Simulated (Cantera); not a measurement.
A freely propagating, adiabatic, planar premixed flame of 20.4 % H₂, 16.7 % O₂, 62.9 % N₂, equivalence ratio 0.61, unburnt at 675 K and 9.87 atm; mixture-averaged transport, grid criteria slope 0.08 and curve 0.16, no radiation.

Computed with Cantera and the H2/O2 subset of GRI-Mech 3.0, which has no nitrogen chemistry. The hydrogen kinetics of GRI-Mech 3.0 are dated; newer H2 mechanisms differ, most at raised pressure. Burning velocities carry a grid error of a few per cent, more on coarse grids. Lean hydrogen flames are cellular in practice and burn faster than this planar one.

Task: Predict: laminar burning velocity; thermal thickness; peak x(HO₂); peak x(H); peak x(H₂O₂).

Result: 
```json
{
 "laminar_burning_velocity": "251 cm/s",
 "thermal_thickness": "0.0307 mm",
 "peak x(HO₂)": "0.00101",
 "peak x(H)": "0.00382",
 "peak x(H₂O₂)": "0.000231"
}
```
